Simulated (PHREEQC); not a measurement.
Make-up at 25 °C: 0.54 mol/kgw HF, 0.019 mol/kgw KF and 0.029 mol/kgw H2SO4. Closed to the air; pH follows from the charge balance.

Model: ion-association model, phreeqc.dat, run in PHREEQC.

**Question.** The ionic strength comes out as 0.0783 mol/kgw. What activity coefficients do HSO4-, SO4-2, H+, K+, HF2- get?

**Answer.** HSO4- 0.79, SO4-2 0.40, H+ 0.84, K+ 0.78, HF2- 0.79.

No solid was allowed to form. Complexes and solids missing from the database can't appear.
